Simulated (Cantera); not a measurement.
Mixture: 14.6 % CO, 6.55 % H2, 11.9 % O2, 67.0 % N2, at 23.7 atm, adiabatic and at constant pressure. Ignition delay is the time to a rise of 400 K.

Cantera simulation using GRI-Mech 3.0 (53 species, 325 reactions); the numbers are that mechanism's predictions, not measurements. The hydrogen kinetics of GRI-Mech 3.0 are dated; newer H2 mechanisms differ, most at raised pressure. The pressure lies above the range GRI-Mech 3.0 was tuned for (to about 10 atm).

Problem. Predict: delay at 1000 K; delay at 1100 K; delay at 1200 K; delay at 1300 K; delay at 1400 K; apparent activation energy between 1300 and 1400 K.

Solution. 
```
Item                                                    Result
--------------------------------------------------  ----------
delay at 1000 K                                        4.39 ms
delay at 1100 K                                       0.537 ms
delay at 1200 K                                        81.6 µs
delay at 1300 K                                        13.5 µs
delay at 1400 K                                        3.49 µs
apparent activation energy between 1300 and 1400 K  200 kJ/mol
```
